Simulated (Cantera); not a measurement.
## Thermodynamics of carbothermic reduction, feed Cu2O + CO + N2

Feed: 1 mol Cu2O, 1.3 mol CO, a varied amount of N2, at 1975 °C and 0.350 bar.

Cantera equilibrium calculation (NASA polynomials, part measured and part estimated; ideal gas, pure solids and liquids). Candidate condensed phases: C, Cu, CuO, Cu2O; 27 gas species. Equilibrium is a limit: real reactors are often held back by kinetics, nucleation or transport.

| n(N2) (mol) | x N2 | x CO2 | x CO | x Cu | n Cu(l) |
|---|---|---|---|---|---|
| 0.25 | 0.145 | 0.576 | 0.180 | 0.0948 | 1.83 |
| 0.48 | 0.243 | 0.501 | 0.157 | 0.0948 | 1.81 |
| 0.93 | 0.375 | 0.399 | 0.127 | 0.0948 | 1.76 |
| 1.8 | 0.523 | 0.285 | 0.0926 | 0.0948 | 1.67 |
| 3.5 | 0.657 | 0.183 | 0.0615 | 0.0948 | 1.49 |
| 6.9 | 0.758 | 0.105 | 0.0377 | 0.0948 | 1.12 |
| 13 | 0.820 | 0.0590 | 0.0230 | 0.0948 | 0.468 |
x: gas mole fraction; n: condensed amount in mol.

From 0.25 mol N2 to 13 mol N2 the condensed part is Cu(l). The main Cu-bearing gas is Cu throughout. The share of Cu in condensed phases is highest at 0.25 mol N2 (91.7 %) and lowest at 13 mol N2 (23.4 %).
